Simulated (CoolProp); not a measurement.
Model: reference Helmholtz-energy equation of state, Zhou 2012, in CoolProp.

**Question.** Give the vapour pressure (bar), vapour density (kg/m³), enthalpy of vaporisation (kJ/kg), surface tension (mN/m) of saturated ethylbenzene at 131.85, 165.45 °C.

**Answer.** 
```csv
T (°C),p (bar),vapour density (kg/m³),enthalpy of vaporisation (kJ/kg),surface tension (mN/m)
131.85,0.901,2.96,338,17.3
165.45,2.09,6.57,316,14.0
```

Surface tension comes from a separate correlation (Mulero 2014).
